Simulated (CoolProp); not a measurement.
n-pentane at 409.71 K and 2.05 MPa is throttled through a valve to 0.167 MPa with no heat exchange. Each further row changes one setting.

Computed with CoolProp (reference Helmholtz-energy equation of state, Thol 2019).

| case | temperature change (K) | final phase | final density (kg/m³) |
|---|---|---|---|
| as stated | … | two-phase, vapour fraction 0.667 | 7.11 |
| outlet pressure 0.0501 MPa | … | two-phase, vapour fraction 0.837 | … |
| outlet pressure 0.217 MPa | -76.2 | two-phase, vapour fraction 0.618 | 9.82 |

**Question.** Complete the blanks.

**Answer.** 
- as stated, temperature change (K): -85.0
- outlet pressure 0.0501 MPa, temperature change (K): -119.7
- outlet pressure 0.0501 MPa, final density (kg/m³): 1.84
